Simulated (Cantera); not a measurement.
What does this Cantera script print?

```python
import numpy as np
import cantera as ct

gas_names = """
    CL CL2 H HCL H2 N NH NH2 NH3 N2 N2H2 N2H4 Si SiCL SiCL2 SiCL3 SiCL4 SiH SiHCL3 SiH2 SiH2CL2 SiH3
    SiH3CL SiH4 SiN Si2 Si2N Si3
""".split()
cond_names = """
    NH4CL(a) NH4CL(b) Si(cr) Si(L) Si3N4(a)
""".split()


# ... load() reads the species with a 1 bar reference pressure and builds the phases ...
atoms = {
    'trisilylamine': {'Si': 3, 'N': 1, 'H': 9},
    'NH3': {'N': 1, 'H': 3},
    'H2': {'H': 2},
    'Cl2': {'CL': 2},
}
top_T = {'Si3N4(a)': 2400}  # K; cautious upper limits of use, not melting points


# ... equilibrate(T, P, feed) seeds the gas with the atoms and calls Mixture.equilibrate('TP', solver="vcs", rtol=1e-11, max_steps=5000) ...
results = []
feed = {'trisilylamine': 1, 'NH3': 0.38, 'H2': 1.7, 'Cl2': 0.067}  # mol
P = 9300  # Pa
for T in [773, 823, 873, 923, 973, 1023, 1073, 1123, 1173, 1223, 1273, 1323]:
    mix = equilibrate(T, P, feed)
    results.append((T, P, feed, dict(zip(mix.species_names, mix.species_moles))))
    x = sorted(zip(gas.X, gas.species_names), reverse=True)
    print(f"T = {T:g} K  P = {P:g} Pa  gas = {mix.phase_moles(0):.4g} mol")
    print("   x: " + "  ".join(f"{s} {v:.3e}" for v, s in x if v > 0.001))
    print("   condensed (mol): " + ("  ".join(f"{mix.phase(i).name} {mix.phase_moles(i):.4g}"
          for i in range(1, mix.n_phases) if mix.phase_moles(i) > 1e-12) or "none"))
```

It prints:

```
T = 773 K  P = 9300 Pa  gas = 6.8 mol
   x: H2 9.938e-01  SiCL4 2.840e-03  SiHCL3 2.428e-03
   condensed (mol): Si(cr) 1.928  Si3N4(a) 0.345
T = 823 K  P = 9300 Pa  gas = 6.801 mol
   x: H2 9.933e-01  SiCL4 2.745e-03  SiHCL3 2.313e-03  HCL 1.422e-03
   condensed (mol): Si(cr) 1.929  Si3N4(a) 0.345
T = 873 K  P = 9300 Pa  gas = 6.804 mol
   x: H2 9.925e-01  SiCL4 2.571e-03  HCL 2.535e-03  SiHCL3 2.156e-03
   condensed (mol): Si(cr) 1.932  Si3N4(a) 0.345
T = 923 K  P = 9300 Pa  gas = 6.807 mol
   x: H2 9.914e-01  HCL 4.180e-03  SiCL4 2.298e-03  SiHCL3 1.942e-03
   condensed (mol): Si(cr) 1.935  Si3N4(a) 0.345
T = 973 K  P = 9300 Pa  gas = 6.811 mol
   x: H2 9.897e-01  HCL 6.404e-03  SiCL4 1.912e-03  SiHCL3 1.661e-03
   condensed (mol): Si(cr) 1.939  Si3N4(a) 0.345
T = 1023 K  P = 9300 Pa  gas = 6.817 mol
   x: H2 9.878e-01  HCL 9.113e-03  SiCL4 1.433e-03  SiHCL3 1.314e-03
   condensed (mol): Si(cr) 1.944  Si3N4(a) 0.345
T = 1073 K  P = 9300 Pa  gas = 6.823 mol
   x: H2 9.856e-01  HCL 1.199e-02
   condensed (mol): Si(cr) 1.949  Si3N4(a) 0.345
T = 1123 K  P = 9300 Pa  gas = 6.829 mol
   x: H2 9.838e-01  HCL 1.450e-02
   condensed (mol): Si(cr) 1.953  Si3N4(a) 0.345
T = 1173 K  P = 9300 Pa  gas = 6.833 mol
   x: H2 9.825e-01  HCL 1.620e-02
   condensed (mol): Si(cr) 1.956  Si3N4(a) 0.345
T = 1223 K  P = 9300 Pa  gas = 6.835 mol
   x: H2 9.819e-01  HCL 1.708e-02
   condensed (mol): Si(cr) 1.958  Si3N4(a) 0.345
T = 1273 K  P = 9300 Pa  gas = 6.836 mol
   x: H2 9.816e-01  HCL 1.745e-02
   condensed (mol): Si(cr) 1.958  Si3N4(a) 0.345
T = 1323 K  P = 9300 Pa  gas = 6.837 mol
   x: H2 9.814e-01  HCL 1.758e-02
   condensed (mol): Si(cr) 1.959  Si3N4(a) 0.345
```

Cantera equilibrium calculation (NASA polynomials, part measured and part estimated; ideal gas, pure solids and liquids). The feed counts by its element totals alone. Mutual solubility and eutectic melting of coexisting phases are not modelled. The tables' values for SiCl3 are old estimates; treat these amounts as uncertain.
